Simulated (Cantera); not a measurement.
An adiabatic, constant-pressure homogeneous reactor starts with C3H8 : O2 : N2 : H2O = 1 : 8.47 : 21.2 : 3.9 (molar parts), equivalence ratio 0.59, at 1650 K and 3.90 bar.

Detailed kinetics in Cantera: GRI-Mech 3.0 (53 species, 325 reactions). GRI-Mech 3.0 was tuned for natural gas; its chemistry of propane as a main component is partial and can be far from experiment.

**Question.** Predict: time of steepest temperature rise; temperature at 7.00 s; equilibrium temperature; x(O2) at 7.00 s; x(H2O) at 7.00 s; x(CO) at 7.00 s.

**Answer.** 
- time of steepest temperature rise: 8.43 µs
- temperature at 7.00 s: 2721 K
- equilibrium temperature: 2721 K
- x(O2) at 7.00 s: 0.0878 (gas-phase equilibrium 0.0878)
- x(H2O) at 7.00 s: 0.200 (gas-phase equilibrium 0.200)
- x(CO) at 7.00 s: 0.0129 (gas-phase equilibrium 0.0129)
